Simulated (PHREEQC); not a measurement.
Make-up at 25 °C: 0.0045 mol/kgw H3PO4, 0.0045 mol/kgw NaF and 4.3e-05 mol/kgw NaCl. Closed to the air; pH follows from the charge balance.

Equilibrium calculation in PHREEQC: ion-association model, phreeqc.dat.

This is a speciation only: nothing precipitates in the calculation.

Q: Order these F species by the share of F that they hold, largest first: HF2-, F-, HF.

A: HF (60 %), F- (39 %), HF2- (0.81 %)

The pH is 2.96 and the ionic strength 0.00573 mol/kgw.
